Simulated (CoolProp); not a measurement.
1-butene along the isotherm 270.7 K: density (kg/m³) from the reference equation and from simpler models built on Tc = 419.3 K, pc = 4006 kPa, ω = 0.192; each cubic takes its own stable root.

Model: reference Helmholtz-energy equation of state, Lemmon 2005, in CoolProp. It is a short technical equation, of lower accuracy than the large ones.

```json
[
 {"p (kPa)": "182", "phase": "liquid", "reference": "621.3"},
 {"p (kPa)": "364", "phase": "liquid", "reference": "621.5"},
 {"p (kPa)": "546", "phase": "liquid", "reference": "621.8"},
 {"p (kPa)": "728", "phase": "liquid", "reference": "622.0"},
 {"p (kPa)": "910", "phase": "liquid", "reference": "622.3"},
 {"p (kPa)": "1090", "phase": "liquid", "reference": "622.5"},
 {"p (kPa)": "1270", "phase": "liquid", "reference": "622.8"},
 {"p (kPa)": "1460", "phase": "liquid", "reference": "623.0"},
 {"p (kPa)": "1640", "phase": "liquid", "reference": "623.3"},
 {"p (kPa)": "1820", "phase": "liquid", "reference": "623.5"},
 {"p (kPa)": "2000", "phase": "liquid", "reference": "623.7"}
]
```

### Question
How far does each simpler model (van der Waals, Redlich-Kwong, Soave-Redlich-Kwong, Peng-Robinson) lie from the reference over these 11 states: mean and median of the absolute difference, and the worst?

### Answer
- van der Waals: mean 49.0 %, median 37.9 %, worst -99.2 % at 270.7 K and 182 kPa
- Redlich-Kwong: mean 9.3 %, median 9.3 %, worst -9.4 % at 270.7 K and 182 kPa
- Soave-Redlich-Kwong: mean 7.1 %, median 7.1 %, worst -7.2 % at 270.7 K and 182 kPa
- Peng-Robinson: mean 5.0 %, median 5.0 %, worst +5.0 % at 270.7 K and 2000 kPa

At some of these states van der Waals gives the other phase, because its saturation line lies elsewhere.
